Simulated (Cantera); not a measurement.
An isothermal, constant-pressure homogeneous reactor starts with H₂ : O₂ : N₂ = 0.96 : 1 : 5.1 (molar parts), at 773 K and 82.5 Torr. Integrator tolerance rtol = 1e-08.

Computed with Cantera and the H2/O2 subset of GRI-Mech 3.0, which has no nitrogen chemistry. Radical loss at walls, strong at low pressure, is not modelled. Below about 950 K walls govern HO2 and H2O2 in real vessels. The temperature is held fixed by assumption; the heat of reaction is taken as removed at once.

What does this change do: temperature 773 to 1373 K?


```tsv
quantity	before	after
x(H₂) at 1.00 s	0.136 (gas-phase equilibrium <1e-12)	6.54e-7 (gas-phase equilibrium 4.67e-7)
x(O₂) at 1.00 s	0.142 (gas-phase equilibrium 0.0790)	0.0790 (gas-phase equilibrium 0.0790)
x(O) at 1.00 s	<1e-12 (gas-phase equilibrium <1e-12)	7.39e-7 (gas-phase equilibrium 5.26e-7)
x(HO₂) at 1.00 s	5.33e-9 (gas-phase equilibrium 2.85e-12)	2.39e-8 (gas-phase equilibrium 2.41e-8)
x(H₂O) at 1.00 s	4.37e-9 (gas-phase equilibrium 0.146)	0.146 (gas-phase equilibrium 0.146)
```
